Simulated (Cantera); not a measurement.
Input: 1 mol Al(CH3)3, 0.9 mol N2, 870 mol H2, 2.9 mol N2O, equilibrated at 40000 Pa.

Equilibrium computed with Cantera from the NASA thermochemical tables; the gas is ideal and each condensed phase is pure. Candidate condensed phases: Al, AlN, Al2O3, C, C6H6, C7H8, C8H18, H2O; 148 gas species. The feed counts by its element totals alone. Mutual solubility and eutectic melting of coexisting phases are not modelled. Condensed phases not in the tables: aluminium oxynitride. Kinetics and transport are ignored.

x: gas mole fraction; n: condensed amount in mol.

```
T (K)   x H2       x H     x N2     x CO     x CH4      x Al     x AlH  n Al2O3(s)  n C(graphite)  n AlN(s)
-----  -----  --------  -------  -------  --------  --------  --------  ----------  -------------  --------
1300   0.992   1.74e-6  0.00432  0.00158   0.00182    <1e-12    <1e-12       0.500              0         0
1400   0.992       [?]  0.00431  0.00159   0.00170       [?]       [?]       0.500            [?]         0
1500   0.993   2.77e-5  0.00393  0.00270  0.000657   3.90e-9   2.97e-9       0.174              0     0.652
1600   0.993       [?]  0.00376  0.00321       [?]       [?]       [?]         [?]              0     0.954
1700   0.993  0.000232  0.00373  0.00329   7.37e-5   1.61e-6   6.16e-7           0              0     0.998
1800   0.992  0.000564  0.00373  0.00329   4.77e-5   1.95e-5   5.58e-6           0              0     0.975
1900   0.991   0.00125  0.00382  0.00327   3.01e-5  0.000178   3.94e-5           0              0     0.782
2000   0.989   0.00256  0.00424  0.00323   1.98e-5  0.000881  0.000155           0              0         0
2100   0.986   0.00489  0.00424  0.00326   9.07e-6  0.000965  0.000138           0              0         0
```

### Question
Complete the blanks.

### Answer

- 1400, x H: 7.66e-6
- 1400, x Al: 6.00e-11
- 1400, x AlH: 6.93e-11
- 1400, n C(graphite): 0.0728
- 1600, x H: 8.57e-5
- 1600, x CH4: 0.000161
- 1600, x Al: 9.68e-8
- 1600, x AlH: 5.10e-8
- 1600, n Al2O3(s): 0.0232
